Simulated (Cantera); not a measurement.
An isothermal, constant-pressure homogeneous reactor starts with CO : O2 : H2O : N2 = 0.0011 : 0.0025 : 0.00061 : 1 (molar parts), at 1323 K and 0.868 atm.

Computed with Cantera and GRI-Mech 3.0 (53 species, 325 reactions).

x: mole fraction; the columns are a selection and need not sum to one.

| t (s) | x CO | x O2 | x H2O | x H | x H2 | x NO | x HO2 |
|---|---|---|---|---|---|---|---|
| 4.00e-6 | 0.00110 | 0.00249 | 0.000607 | <1e-12 | <1e-12 | <1e-12 | <1e-12 |
| 1.02e-5 | 0.00110 | 0.00249 | 0.000607 | <1e-12 | <1e-12 | <1e-12 | <1e-12 |
| 2.61e-5 | 0.00110 | 0.00249 | 0.000607 | <1e-12 | <1e-12 | <1e-12 | <1e-12 |
| 6.66e-5 | 0.00110 | 0.00249 | 0.000607 | <1e-12 | <1e-12 | <1e-12 | <1e-12 |
| 0.000170 | 0.00110 | 0.00249 | 0.000607 | <1e-12 | <1e-12 | <1e-12 | 1.47e-12 |
| 0.000434 | 0.00110 | 0.00249 | 0.000607 | 5.10e-12 | <1e-12 | <1e-12 | 3.87e-12 |
| 0.00111 | 0.00110 | 0.00249 | 0.000607 | 3.72e-11 | 2.83e-12 | <1e-12 | 1.43e-11 |
| 0.00283 | 0.00110 | 0.00249 | 0.000607 | 2.95e-10 | 5.40e-11 | <1e-12 | 1.20e-10 |
| 0.00722 | 0.00110 | 0.00249 | 0.000607 | ? | 2.12e-9 | <1e-12 | 3.35e-9 |
| 0.0184 | 0.00103 | 0.00244 | 0.000596 | ? | 2.68e-6 | 4.95e-10 | 2.93e-7 |
| 0.0471 | 0.000231 | 0.00204 | 0.000583 | ? | 7.71e-6 | 1.52e-7 | 2.93e-7 |
| 0.120 | 3.40e-5 | 0.00195 | 0.000602 | ? | 1.24e-6 | 2.36e-7 | 1.13e-7 |
| 0.307 | 4.69e-6 | 0.00194 | 0.000606 | ? | 2.10e-7 | 2.63e-7 | 2.62e-8 |
| 0.783 | 5.56e-7 | 0.00194 | 0.000607 | ? | 4.28e-8 | 2.72e-7 | 4.76e-9 |
| 2.00 | 6.95e-8 | 0.00194 | 0.000607 | 1.00e-9 | 1.12e-8 | 2.74e-7 | 9.27e-10 |

**Question.** Some entries are withheld; supply them.

**Answer.** 
- 0.00722, x H: 6.92e-9
- 0.0184, x H: 7.12e-6
- 0.0471, x H: 1.43e-5
- 0.120, x H: 9.26e-7
- 0.307, x H: 7.16e-8
- 0.783, x H: 7.17e-9
